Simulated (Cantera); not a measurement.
A perfectly stirred reactor is fed with CH3OH : O2 : N2 = 1 : 3.49 : 13.1 (molar parts), at 12.0 bar; it is adiabatic with a 673 K inlet, and is followed from long to short residence time, starting on the burning branch (τ in s: 0.051, 0.024, 0.011, 0.005, 0.0023, 0.0011, 0.0005, 0.00023, 0.00011, 5e-05).

Model: GRI-Mech 3.0 (53 species, 325 reactions), integrated in Cantera. GRI-Mech 3.0 was tuned for natural gas; its chemistry of methanol as a main component is partial and can be far from experiment. The pressure lies above the range GRI-Mech 3.0 was tuned for (to about 10 atm).

Problem. Predict: blow-out, bracketed by the residence times tried; x(CH3OH) at τ = 51.0 ms; x(O2) at τ = 51.0 ms; x(CH2O) at τ = 51.0 ms; x(CO) at τ = 51.0 ms; x(CH3OH) at τ = 1.10 ms; x(O2) at τ = 1.10 ms; x(CH2O) at τ = 1.10 ms; x(CO) at τ = 1.10 ms.

Solution. 
- blow-out, bracketed by the residence times tried: burning at 0.500 ms, out at 0.230 ms
- x(CH3OH) at τ = 51.0 ms: 2.97e-6
- x(O2) at τ = 51.0 ms: 0.110
- x(CH2O) at τ = 51.0 ms: 2.01e-6
- x(CO) at τ = 51.0 ms: 0.000134
- x(CH3OH) at τ = 1.10 ms: 7.96e-5
- x(O2) at τ = 1.10 ms: 0.112
- x(CH2O) at τ = 1.10 ms: 5.60e-5
- x(CO) at τ = 1.10 ms: 0.00345
